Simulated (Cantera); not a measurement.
Feed: 1 mol NaCl, 0.044 mol HCl, a varied amount of N2, at 2223.15 K and 0.130 bar.

Method: chemical equilibrium by Gibbs-energy minimisation in Cantera with the NASA 1993 tables (ideal gas, pure condensed phases). Candidate condensed phases: NH4Cl, Na, NaCl; 17 gas species. Equilibrium is a limit: real reactors are often held back by kinetics, nucleation or transport.

x: gas mole fraction; nothing condenses.

```json
[
 {"n(N2) (mol)": "1.9", "x N2": "0.640", "x NaCl": "0.329", "x HCl": "0.0136", "x Cl": "0.00837", "x Na": "0.00713", "x H2": "0.000439"},
 {"n(N2) (mol)": "2.9", "x N2": "0.730", "x NaCl": "0.245", "x HCl": "0.0101", "x Cl": "0.00717", "x Na": "0.00619", "x H2": "0.000330"},
 {"n(N2) (mol)": "4.4", "x N2": "0.804", "x NaCl": "[?]", "x HCl": "[?]", "x Cl": "[?]", "x Na": "[?]", "x H2": "[?]"},
 {"n(N2) (mol)": "6.7", "x N2": "0.861", "x NaCl": "0.124", "x HCl": "0.00508", "x Cl": "0.00503", "x Na": "0.00446", "x H2": "0.000170"},
 {"n(N2) (mol)": "10", "x N2": "0.902", "x NaCl": "0.0864", "x HCl": "0.00353", "x Cl": "0.00418", "x Na": "0.00375", "x H2": "0.000119"},
 {"n(N2) (mol)": "15", "x N2": "0.932", "x NaCl": "0.0590", "x HCl": "0.00241", "x Cl": "0.00343", "x Na": "0.00311", "x H2": "8.19e-5"},
 {"n(N2) (mol)": "23", "x N2": "0.954", "x NaCl": "0.0389", "x HCl": "0.00159", "x Cl": "0.00278", "x Na": "0.00254", "x H2": "5.43e-5"},
 {"n(N2) (mol)": "36", "x N2": "0.970", "x NaCl": "0.0249", "x HCl": "0.00101", "x Cl": "0.00221", "x Na": "0.00204", "x H2": "3.48e-5"},
 {"n(N2) (mol)": "54", "x N2": "0.979", "x NaCl": "0.0165", "x HCl": "0.000667", "x Cl": "0.00179", "x Na": "0.00166", "x H2": "2.30e-5"},
 {"n(N2) (mol)": "83", "x N2": "0.986", "x NaCl": "[?]", "x HCl": "[?]", "x Cl": "[?]", "x Na": "[?]", "x H2": "[?]"},
 {"n(N2) (mol)": "130", "x N2": "0.991", "x NaCl": "0.00657", "x HCl": "0.000264", "x Cl": "0.00113", "x Na": "0.00106", "x H2": "9.11e-6"},
 {"n(N2) (mol)": "190", "x N2": "0.994", "x NaCl": "0.00437", "x HCl": "0.000174", "x Cl": "0.000918", "x Na": "0.000862", "x H2": "6.02e-6"}
]
```

Question: Some entries are withheld; supply them.

Answer: 
- 83, x NaCl: 0.0105
- 83, x HCl: 0.000425
- 83, x Cl: 0.00143
- 83, x Na: 0.00133
- 83, x H2: 1.47e-5
- 4.4, x NaCl: 0.177
- 4.4, x HCl: 0.00728
- 4.4, x Cl: 0.00605
- 4.4, x Na: 0.00530
- 4.4, x H2: 0.000241
